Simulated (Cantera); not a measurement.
Charge: 1 mol HF, 0.59 mol H2O, 0.14 mol O2, held at 180 Pa.

Equilibrium computed with Cantera from the NASA thermochemical tables; the gas is ideal and each condensed phase is pure. Candidate condensed phases: H2O; 22 gas species. The numbers say what is thermodynamically allowed, not how fast it happens.

x: gas mole fraction; nothing condenses.

```
T (°C)   x HF       x H    x H2O       x O    x O2      x H2     x OH       x F
------  -----  --------  -------  --------  ------  --------  -------  --------
1402    0.578   5.71e-5    0.339  0.000228  0.0804  0.000435  0.00215   6.45e-6
1552    0.576  0.000452    0.335   0.00102  0.0798   0.00189  0.00559   2.59e-5
1702    0.572         …    0.324         …  0.0790         …        …         …
1852    0.561    0.0113    0.296    0.0109  0.0787    0.0175   0.0238  0.000241
2002    0.536         …        …         …  0.0788         …        …         …
2152    0.491    0.0995    0.159    0.0642  0.0757    0.0556   0.0539   0.00150
2302    0.428     0.197   0.0727     0.122  0.0626    0.0580   0.0556   0.00367
2452    0.368     0.294   0.0208     0.188  0.0396    0.0399   0.0402   0.00969
2602    0.315     0.359  0.00417     0.234  0.0188    0.0207   0.0217    0.0267
```

### Question
Some entries are withheld; supply them.

### Answer

- 1702, x H: 0.00259
- 1702, x O: 0.00365
- 1702, x H2: 0.00647
- 1702, x OH: 0.0124
- 1702, x F: 8.51e-5
- 2002, x H: 0.0382
- 2002, x H2O: 0.242
- 2002, x O: 0.0284
- 2002, x H2: 0.0365
- 2002, x OH: 0.0394
- 2002, x F: 0.000617
